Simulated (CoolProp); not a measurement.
c-C4F8 (RC318) at 293.15 K and 0.984 MPa flows at 2.2 m/s in a round tube of 20 mm bore and 45 µm roughness, fully developed (64/Re and Nu = 3.66 if laminar; Colebrook and Gnielinski if turbulent). Each further row changes one setting.

Values from CoolProp's reference Helmholtz-energy equation of state, Platzer 1990. This equation is an older, rougher fit; its heat capacities, sound speeds and derivatives of the liquid may be far off and weren't checked against measurements.

```tsv
case	Reynolds number	Darcy friction factor	pressure drop (Pa/m)	heat-transfer coefficient (W/(m² K))	mass flow (kg/h)
as stated	169000	0.0251	4630	?	?
velocity 4.4 m/s	337000	?	?	?	?
diameter 40 mm	337000	0.0210	?	3680	15200
```

**Question.** Some entries are withheld; supply them.

**Answer.** 
- as stated, heat-transfer coefficient (W/(m² K)): 4140
- as stated, mass flow (kg/h): 3790
- velocity 4.4 m/s, Darcy friction factor: 0.0247
- velocity 4.4 m/s, pressure drop (Pa/m): 18200
- velocity 4.4 m/s, heat-transfer coefficient (W/(m² K)): 8210
- velocity 4.4 m/s, mass flow (kg/h): 7580
- diameter 40 mm, pressure drop (Pa/m): 1940

Viscosity comes from a separate model (Huber 2003), an estimate that may be off by 10 % or more. Thermal conductivity comes from a separate model (Huber 2003), an estimate that may be off by 10 % or more.
